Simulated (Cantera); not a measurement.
A freely propagating, adiabatic, planar premixed flame of H2 : O2 : N2 = 1 : 0.333 : 1.25 (molar parts), unburnt at 598 K and 7.50 bar; mixture-averaged transport, grid criteria slope 0.08 and curve 0.16, no radiation.

Detailed kinetics in Cantera: the H2/O2 subset of GRI-Mech 3.0, which has no nitrogen chemistry. The hydrogen kinetics of GRI-Mech 3.0 are dated; newer H2 mechanisms differ, most at raised pressure. Burning velocities carry a grid error of a few per cent, more on coarse grids.

Q: How do the results move with these cheaper or finer settings: unity-Lewis-number transport; multicomponent transport; multicomponent+Soret transport; grid criteria slope 0.5, curve 1; grid criteria slope 0.25, curve 0.5; grid criteria slope 0.03, curve 0.06?

A: 
```json
[
 {"setting": "as above", "laminar burning velocity": "891 cm/s", "thermal thickness": "0.0336 mm", "peak x(O)": "0.00420", "peak x(OH)": "0.0106", "grid points": "109"},
 {"setting": "unity-Lewis-number transport", "laminar burning velocity": "578 cm/s", "thermal thickness": "0.0310 mm", "peak x(O)": "0.00358", "peak x(OH)": "0.0106", "grid points": "111"},
 {"setting": "multicomponent transport", "laminar burning velocity": "875 cm/s", "thermal thickness": "0.0336 mm", "peak x(O)": "0.00413", "peak x(OH)": "0.0106", "grid points": "109"},
 {"setting": "multicomponent+Soret transport", "laminar burning velocity": "833 cm/s", "thermal thickness": "0.0328 mm", "peak x(O)": "0.00417", "peak x(OH)": "0.0106", "grid points": "109"},
 {"setting": "grid criteria slope 0.5, curve 1", "laminar burning velocity": "973 cm/s", "thermal thickness": "0.0444 mm", "peak x(O)": "0.00416", "peak x(OH)": "0.0117", "grid points": "37"},
 {"setting": "grid criteria slope 0.25, curve 0.5", "laminar burning velocity": "911 cm/s", "thermal thickness": "0.0368 mm", "peak x(O)": "0.00417", "peak x(OH)": "0.0111", "grid points": "49"},
 {"setting": "grid criteria slope 0.03, curve 0.06", "laminar burning velocity": "880 cm/s", "thermal thickness": "0.0326 mm", "peak x(O)": "0.00421", "peak x(OH)": "0.0104", "grid points": "252"}
]
```
Unity Lewis numbers drop preferential diffusion, which matters most where H2 and H carry the flame; Soret adds thermal diffusion.
